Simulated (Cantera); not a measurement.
A Cantera script and its output.

```python
import numpy as np
import cantera as ct

gas = ct.Solution("gri30.yaml")
gas.TPX = 1750, 500000, {'CO': 1, 'H2': 0.79, 'O2': 0.932, 'N2': 3.51}
reactor = ct.IdealGasConstPressureReactor(gas, energy="on", clone=False)
net = ct.ReactorNet([reactor])
net.rtol, net.atol = 1e-08, 1e-16
show = ['CO', 'H2', 'O2', 'NO', 'HO2']
times = np.geomspace(2e-06, 3, 13)

steps = ct.SolutionArray(gas, extra=["t"])
rows = []
print(f"{'t/s':>10s}{'T/K':>9s}{'P/Pa':>11s}" + "".join(f"{s:>11s}" for s in show))
for t in times:
    while net.time < t:
        t_next = net.step()
        steps.append(gas.state, t=t_next)
    rows.append([np.interp(t, steps.t, y) for y in (steps.T, steps.P, *steps(*show).X.T)])
    print(f"{t:10.3e}{rows[-1][0]:9.1f}{rows[-1][1]:11.4g}" + "".join(f"{x:11.3e}" for x in rows[-1][2:]))
rate = np.gradient(steps.T, steps.t)
print("integrator steps:", len(steps.t))
if steps.T.max() > steps.T[0] + 200:
    print(f"time of steepest temperature rise: {steps.t[rate.argmax()]:.4e} s")
gas.TPX = 1750, 500000, {'CO': 1, 'H2': 0.79, 'O2': 0.932, 'N2': 3.51}
gas.equilibrate("HP")
print(f"equilibrium (HP): T = {gas.T:.1f} K  " + "  ".join(f"{s} {gas[s].X[0]:.3e}" for s in show))
```

Output:

```
       t/s      T/K       P/Pa         CO         H2         O2         NO        HO2
 2.000e-06   1959.7      5e+05  1.438e-01  1.991e-02  7.805e-02  9.078e-06  8.340e-05
 6.542e-06   2601.3      5e+05  9.454e-02  1.709e-02  4.960e-02  1.888e-04  1.968e-05
 2.140e-05   2955.7      5e+05  7.829e-02  1.195e-02  4.116e-02  1.322e-03  1.804e-05
 6.999e-05   2994.1      5e+05  7.549e-02  1.137e-02  3.810e-02  5.507e-03  1.841e-05
 2.289e-04   2984.7      5e+05  7.577e-02  1.151e-02  3.505e-02  1.311e-02  1.704e-05
 7.489e-04   2980.5      5e+05  7.591e-02  1.158e-02  3.373e-02  1.644e-02  1.644e-05
 2.449e-03   2980.5      5e+05  7.592e-02  1.158e-02  3.371e-02  1.650e-02  1.643e-05
 8.012e-03   2980.5      5e+05  7.592e-02  1.158e-02  3.371e-02  1.650e-02  1.643e-05
 2.621e-02   2980.5      5e+05  7.592e-02  1.158e-02  3.371e-02  1.650e-02  1.643e-05
 8.572e-02   2980.5      5e+05  7.592e-02  1.158e-02  3.371e-02  1.650e-02  1.643e-05
 2.804e-01   2980.5      5e+05  7.592e-02  1.158e-02  3.371e-02  1.650e-02  1.643e-05
 9.172e-01   2980.5      5e+05  7.592e-02  1.158e-02  3.371e-02  1.650e-02  1.643e-05
 3.000e+00   2980.5      5e+05  7.592e-02  1.158e-02  3.371e-02  1.650e-02  1.643e-05
integrator steps: 1192
time of steepest temperature rise: 1.7845e-06 s
equilibrium (HP): T = 2980.5 K  CO 7.592e-02  H2 1.158e-02  O2 3.371e-02  NO 1.650e-02  HO2 1.643e-05
```

Detailed kinetics in Cantera: GRI-Mech 3.0 (53 species, 325 reactions). The hydrogen kinetics of GRI-Mech 3.0 are dated; newer H2 mechanisms differ, most at raised pressure.
